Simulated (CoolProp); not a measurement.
Vapour-liquid equilibrium of R143a (1) + R236FA (2) at 246.6 K; x and y are mole fractions of (1).

Values from CoolProp's multi-fluid Helmholtz-energy mixture model, Lemmon and Jacobsen 2000 and Pan 2012; pair parameters Bell 2016.

| x | bubble pressure (MPa) | y at the bubble point | dew pressure at overall composition x (MPa) | liquid density (mol/L) |
|---|---|---|---|---|
| 0.05 | 0.04040 | 0.259 | 0.03274 | 10.14 |
| 0.125 | 0.05447 | 0.489 | 0.03513 | 10.35 |
| 0.2 | 0.06908 | 0.629 | 0.03790 | 10.56 |
| 0.275 | 0.08418 | 0.722 | 0.04114 | 10.78 |
| 0.35 | 0.09972 | 0.789 | 0.04499 | 11.00 |
| 0.425 | 0.1157 | 0.838 | 0.04963 | 11.23 |
| 0.5 | 0.1319 | 0.876 | 0.05536 | 11.47 |
| 0.575 | 0.1485 | 0.906 | 0.06258 | 11.71 |
| 0.65 | 0.1654 | 0.930 | 0.07197 | 11.96 |
| 0.725 | 0.1824 | 0.950 | 0.08472 | 12.21 |
| 0.8 | 0.1996 | 0.967 | 0.1030 | 12.47 |
| 0.875 | 0.2170 | 0.981 | 0.1316 | 12.73 |
| 0.95 | 0.2345 | 0.993 | 0.1825 | 13.00 |

No azeotrope shows between x = 0.05 and 0.95.

The pair parameters rest on a limited set of measurements; away from them the model extrapolates.
